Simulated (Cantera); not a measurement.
An isothermal, constant-pressure homogeneous reactor starts with CO : O₂ : H₂O : N₂ = 0.011 : 0.072 : 0.0096 : 1 (molar parts), equivalence ratio 0.076, at 1200 K and 1.10 bar.

Model: GRI-Mech 3.0 (53 species, 325 reactions), integrated in Cantera.

One state of this run: x CO = 7.16e-10; x O₂ = 0.0612; x H₂O = 0.00883; x N₂O = 4.91e-8; x HO₂ = 1.63e-9. x: mole fraction; the columns are a selection and need not sum to one.

Problem. Which value of t (s) does it belong to?
A. 0.366
B. 0.000605
C. 9.00
D. 0.000122

Solution. C, 9.00
